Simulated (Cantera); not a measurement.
Charge: 1 mol SiH2Cl2, 200 mol H2, at 0.150 bar.

Equilibrium computed with Cantera from the NASA thermochemical tables; the gas is ideal and each condensed phase is pure. Candidate condensed phases: Si; 19 gas species. The tables' values for SiCl3, SiCl are old estimates; treat these amounts as uncertain. Gases not in the tables: Si2H6 and higher silanes. The numbers say what is thermodynamically allowed, not how fast it happens.

log p: log10 of the partial pressure in bar; n: condensed amount in mol.

```
T (K)  log p H2  log p HCl  log p H  log p SiHCl3  n Si(s)  n Si(l)
-----  --------  ---------  -------  ------------  -------  -------
998       -0.83      -3.11    -9.08         -3.96    0.707        0
1073      -0.83      -2.95    -8.27         -4.27    0.838        0
1148      -0.83      -2.88    -7.56         -4.73    0.916        0
1223      -0.83      -2.86    -6.94         -5.26    0.941        0
1298      -0.83      -2.85    -6.38         -5.77    0.946        0
1373      -0.83      -2.85    -5.89         -6.23    0.946        0
1448      -0.83      -2.85        …             …    0.943        0
1523      -0.83      -2.85    -5.05         -7.03    0.941        0
1598      -0.83      -2.86    -4.69         -7.37    0.937        0
1673      -0.83      -2.86    -4.36         -7.68    0.933        0
1748      -0.83      -2.86    -4.06         -8.01        0    0.933
1823      -0.83      -2.85        …             …        0    0.929
1898      -0.83      -2.85    -3.52         -8.61        0    0.914
1973      -0.83      -2.85    -3.28         -8.88        0    0.876
```

Task: What belongs in the gaps?

Result: 
- 1448, log p H: -5.45
- 1448, log p SiHCl3: -6.65
- 1823, log p H: -3.78
- 1823, log p SiHCl3: -8.32
